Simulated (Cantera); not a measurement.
An isothermal, constant-pressure homogeneous reactor starts with 0.187 % H₂, 32.2 % O₂, 67.6 % N₂, equivalence ratio 0.0029, at 1223 K and 1.05 Torr.

Computed with Cantera and GRI-Mech 3.0 (53 species, 325 reactions). Radical loss at walls, strong at low pressure, is not modelled.

One state of this run: x H₂ = 5.27e-6; x O₂ = 0.320; x OH = 0.000166; x HO₂ = 1.90e-8; x NO₂ = <1e-12. x: mole fraction; the columns are a selection and need not sum to one.

Task: Which value of t (s) does it belong to?
A. 0.714
B. 0.235
C. 0.0775
D. 0.00277

Result: A, 0.714
